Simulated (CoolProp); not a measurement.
Vapour pressure (kPa) of vinyl chloride: the reference equation beside estimates from Tc = 425.0 K, pc = 5600 kPa, ω = 0.160.

Computed with CoolProp (reference Helmholtz-energy equation of state, Thol 2022).

| T (K) | reference | Lee-Kesler | van der Waals | Redlich-Kwong | Peng-Robinson |
|---|---|---|---|---|---|
| 193 | 2.116 | 2.153 | 78.71 | 2.996 | 2.430 |
| 210.8 | 7.967 | 7.883 | 147.4 | 11.31 | 8.602 |
| 228.7 | 23.66 | 23.21 | 251.8 | 33.13 | 24.60 |
| 246.5 | 58.13 | 57.08 | 398.9 | 79.60 | 59.10 |
| 264.4 | 124.5 | 123.0 | 597.7 | 166.1 | 125.1 |
| 282.2 | 238.1 | 236.8 | 852.8 | 308.5 | 237.8 |
| 300.1 | 418.5 | 418.9 | 1173 | 526.8 | 417.5 |
| 317.9 | 684.3 | 688.1 | 1562 | 836.8 | 683.8 |
| 335.7 | 1058 | 1067 | 2024 | 1257 | 1061 |
| 353.6 | 1568 | 1582 | 2568 | 1809 | 1578 |
| 371.4 | 2234 | 2253 | 3191 | 2501 | 2256 |

Absolute difference from the reference over all 11 rows, mean and median: Lee-Kesler 1.0 and 0.9 %, van der Waals 733.2 and 258.2 %, Redlich-Kwong 28.9 and 29.6 %, Peng-Robinson 2.8 and 0.6 %.
